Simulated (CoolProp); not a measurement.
Vapour-liquid equilibrium of n-pentane (1) + acetone (2) at 0.168 MPa; x and y are mole fractions of (1).

Model: multi-fluid Helmholtz-energy mixture model, Thol 2019 and Lemmon 2006; pair parameters Bell 2016, in CoolProp.

Give the bubble temperature and the first vapour's composition at x = 0.05, 0.875, 0.95. Is there an azeotrope?

x = 0.05: 337.7 K, y = 0.228; x = 0.875: 321.7 K, y = 0.818; x = 0.95: 323.1 K, y = 0.907. y crosses x between x = 0.725 and 0.8: the model has an azeotrope there.

The pair parameters rest on a limited set of measurements; away from them the model extrapolates.
